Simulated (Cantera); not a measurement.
An isothermal, constant-pressure homogeneous reactor starts with NO : N2 = 1 : 0.61 (molar parts), at 1650 K and 0.0450 bar. Integrator tolerance rtol = 1e-08.

Computed with Cantera and GRI-Mech 3.0 (53 species, 325 reactions). Radical loss at walls, strong at low pressure, is not modelled.

### Question
What does this change do: pressure from 0.0450 bar to 0.0900 bar?

### Answer
| quantity | before | after |
|---|---|---|
| x(NO) at 9.00 s | 0.604 (gas-phase equilibrium 0.00272) | 0.588 (gas-phase equilibrium 0.00272) |
| x(NO2) at 9.00 s | 9.91e-5 (gas-phase equilibrium 2.47e-6) | 0.000183 (gas-phase equilibrium 3.49e-6) |
| x(O2) at 9.00 s | 0.00853 (gas-phase equilibrium 0.309) | 0.0165 (gas-phase equilibrium 0.309) |
| x(N2) at 9.00 s | 0.387 (gas-phase equilibrium 0.688) | 0.395 (gas-phase equilibrium 0.688) |
| x(N2O) at 9.00 s | 0.000126 (gas-phase equilibrium 3.18e-8) | 0.000121 (gas-phase equilibrium 4.49e-8) |
| x(O) at 9.00 s | 1.65e-5 (gas-phase equilibrium 6.83e-5) | 1.37e-5 (gas-phase equilibrium 4.83e-5) |

### Question
What does this change do: pressure from 0.0450 bar to 0.133 bar?

### Answer
```csv
quantity,before,after
x(NO) at 9.00 s,0.604 (gas-phase equilibrium 0.00272),0.573 (gas-phase equilibrium 0.00272)
x(NO2) at 9.00 s,9.91e-5 (gas-phase equilibrium 2.47e-6),0.000257 (gas-phase equilibrium 4.24e-6)
x(O2) at 9.00 s,0.00853 (gas-phase equilibrium 0.309),0.0237 (gas-phase equilibrium 0.309)
x(N2) at 9.00 s,0.387 (gas-phase equilibrium 0.688),0.403 (gas-phase equilibrium 0.688)
x(N2O) at 9.00 s,0.000126 (gas-phase equilibrium 3.18e-8),0.000115 (gas-phase equilibrium 5.47e-8)
x(O) at 9.00 s,1.65e-5 (gas-phase equilibrium 6.83e-5),1.27e-5 (gas-phase equilibrium 3.97e-5)
```
